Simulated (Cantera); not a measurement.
Gas mixture: 100 % N2O, at 10.0 bar, frozen composition.

Cantera's kinetic-theory transport with the Lennard-Jones parameters of GRI-Mech 3.0, ideal gas; thermal conductivity in the mixture-averaged form. The composition is frozen, though it would react at the higher temperatures.

One state of this run: ρ (kg/m³) = 10.6; cp (J/kg/K) = 1043; μ (µPa s) = 23.6; λ (mW/m/K) = 33.2; Pr = 0.740; D (cm²/s) H2O = 0.0457; D (cm²/s) NH3 = 0.0440; D (cm²/s) NO = 0.0388. D: mixture-averaged diffusion coefficient of that species in the mixture.

Question: Which value of T (K) does it belong to?
(A) 700
(B) 600
(C) 500
(D) 1000

Answer: C, 500
